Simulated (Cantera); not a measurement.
An isothermal, constant-pressure homogeneous reactor starts with N₂O : O₂ = 1 : 0.11 (molar parts), at 1375 K and 0.133 bar. Integrator tolerance rtol = 1e-08.

Detailed kinetics in Cantera: GRI-Mech 3.0 (53 species, 325 reactions). GRI-Mech 3.0 was tuned for natural gas; its chemistry of N2O as a main component is partial and can be far from experiment. The mechanism lacks the step 2 NO + O2 → 2 NO2, which can matter for NO2 below about 1400 K. The temperature is held fixed by assumption; the heat of reaction is taken as removed at once.

Question: What does this change do: temperature 1375 to 1250 K?

Answer: 
```csv
quantity,before,after
x(N₂O) at 40.0 s,3.09e-6 (gas-phase equilibrium 1.56e-8),0.00189 (gas-phase equilibrium 7.46e-9)
x(O₂) at 40.0 s,0.326 (gas-phase equilibrium 0.379),0.342 (gas-phase equilibrium 0.379)
x(NO₂) at 40.0 s,0.000390 (gas-phase equilibrium 2.99e-6),0.000266 (gas-phase equilibrium 2.22e-6)
x(N₂) at 40.0 s,0.568 (gas-phase equilibrium 0.621),0.584 (gas-phase equilibrium 0.621)
x(NO) at 40.0 s,0.106 (gas-phase equilibrium 0.000752),0.0712 (gas-phase equilibrium 0.000338)
x(O) at 40.0 s,1.00e-6 (gas-phase equilibrium 1.08e-6),2.44e-7 (gas-phase equilibrium 1.17e-7)
```

Question: What does this change do: temperature 1375 to 1098 K?

Answer: 
| quantity | before | after |
|---|---|---|
| x(N₂O) at 40.0 s | 3.09e-6 (gas-phase equilibrium 1.56e-8) | 0.533 (gas-phase equilibrium 2.44e-9) |
| x(O₂) at 40.0 s | 0.326 (gas-phase equilibrium 0.379) | 0.205 (gas-phase equilibrium 0.379) |
| x(NO₂) at 40.0 s | 0.000390 (gas-phase equilibrium 2.99e-6) | 3.23e-5 (gas-phase equilibrium 1.41e-6) |
| x(N₂) at 40.0 s | 0.568 (gas-phase equilibrium 0.621) | 0.245 (gas-phase equilibrium 0.621) |
| x(NO) at 40.0 s | 0.106 (gas-phase equilibrium 0.000752) | 0.0169 (gas-phase equilibrium 0.000100) |
| x(O) at 40.0 s | 1.00e-6 (gas-phase equilibrium 1.08e-6) | 3.03e-7 (gas-phase equilibrium 4.03e-9) |
